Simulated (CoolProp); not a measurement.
Vapour-liquid equilibrium of acetone (1) + methanol (2) at 262.4 K; x and y are mole fractions of (1).

Values from CoolProp's multi-fluid Helmholtz-energy mixture model, Lemmon 2006 and de Reuck 1993; pair parameters Bell 2016.

```tsv
x	bubble pressure, mixture model (bar)	bubble pressure, Raoult's law (bar)	y, mixture model	y, Raoult's law
0.05	0.02470	0.02152	0.228	0.119
0.15	0.03160	0.02464	0.447	0.311
0.25	0.03631	0.02776	0.557	0.461
0.35	0.03974	0.03089	0.627	0.580
0.45	0.04244	0.03401	0.682	0.677
0.55	0.04470	0.03713	0.731	0.758
0.65	0.04668	0.04025	0.778	0.826
0.75	0.04842	0.04337	0.829	0.885
0.85	0.04987	0.04649	0.887	0.936
0.95	0.05090	0.04961	0.957	0.980
```

The largest gap from Raoult's law is +30.8 % in bubble pressure, at x = 0.25. No azeotrope shows between x = 0.05 and 0.95.

The pair parameters rest on a limited set of measurements; away from them the model extrapolates.
